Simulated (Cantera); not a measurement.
# Thermodynamics of aluminium and copper etching, feed Cu + F₂

Feed: 1 mol Cu, 1.2 mol F₂, equilibrated at 70.0 mbar.

Equilibrium computed with Cantera from the NASA thermochemical tables; the gas is ideal and each condensed phase is pure. Candidate condensed phases: Cu, CuF₂; 6 gas species. Kinetics and transport are ignored.

```csv
T (K),log p F₂,log p F,log p CuF₂,n CuF₂(s),n CuF₂(l)
725,-1.16,-3.21,-10.03,1.00,0
775,-1.16,-2.83,-8.81,1.00,0
825,-1.17,-2.51,-7.76,1.00,0
875,-1.19,-2.22,-6.82,1.00,0
925,-1.23,-1.97,-6.00,1.000,0
975,-1.28,-1.76,-5.26,1.000,0
1025,-1.36,-1.58,-4.60,1.000,0
1075,-1.47,-1.44,-4.00,1.000,0
1125,-1.62,-1.34,-3.50,0,0.999
1175,-1.81,-1.27,-3.12,0,0.996
```
log p: log10 of the partial pressure in bar; n: condensed amount in mol.

From 725 K to 1075 K the condensed part is CuF₂(s). From 1125 K to 1175 K the condensed part is CuF₂(l).
